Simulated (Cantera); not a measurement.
A closed system holds: 1 mol SiCl₄, 0.019 mol C₃H₈, 20 mol H₂, at 15.0 mbar.

Cantera equilibrium calculation (NASA polynomials, part measured and part estimated; ideal gas, pure solids and liquids). Candidate condensed phases: C, C₆H₆, C₇H₈, C₈H₁₈, Si, SiC; 109 gas species. Mutual solubility and eutectic melting of coexisting phases are not modelled. The tables' values for SiCl₃, SiCl are old estimates; treat these amounts as uncertain. Gases not in the tables: Si₂H₆ and higher silanes. Kinetics and transport are ignored. All values below are at 1798 K.

Base state: H₂ 0.855, HCl 0.103, SiCl₂ 0.0384, H 0.00266, SiCl₃ 0.000266, SiCl 0.000245, Cl 0.000245, Si 0.000206 (mole fractions); condensed: Si(l) + SiC(s).

Question: What changes in the equilibrium state with this change: SiCl₄ replaced by SiHCl₃?

Answer: 
```tsv
species	before	after
H₂	0.855	0.887
HCl	0.103	0.0847
SiCl₂	0.0384	0.0251
SiCl₃	0.000266	0.000141
Cl	0.000245	0.000198
SiCl	0.000245	0.000198
SiH₂	2.52e-5	2.62e-5
Si(l), mol	0.0774	0.375
SiC(s), mol	0.0569	0.0569
```
The tables' values for SiCl, SiCl₃ are old estimates; treat these amounts as uncertain.
